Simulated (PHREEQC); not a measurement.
Synthetic water in mg/L, 25 °C, pH 7.99, pe 1.9:

| constituent | mg/L |
|---|---|
| Na | 2150 |
| K | 122 |
| Ca | 72 |
| Mg | 23.9 |
| Cl | 3410 |
| S(6) as SO4 | 362 |
| Alkalinity as HCO3 | 20.6 |
| Fe(2) | 109 |

Valence states are taken as typed.

Computed with PHREEQC (ion-association model, phreeqc.dat).

Problem. The ionic strength comes out as 0.112 mol/kgw. What activity coefficients do MgHCO3+, CO3-2, Fe+2, SO4-2, NaCO3- get?

Solution. MgHCO3+ 0.76, CO3-2 0.37, Fe+2 0.39, SO4-2 0.36, NaCO3- 0.77.

No solid was allowed to form. Saturation is exceeded, for instance for Siderite; the values hold only as long as no solid forms. Complexes and solids missing from the database can't appear.
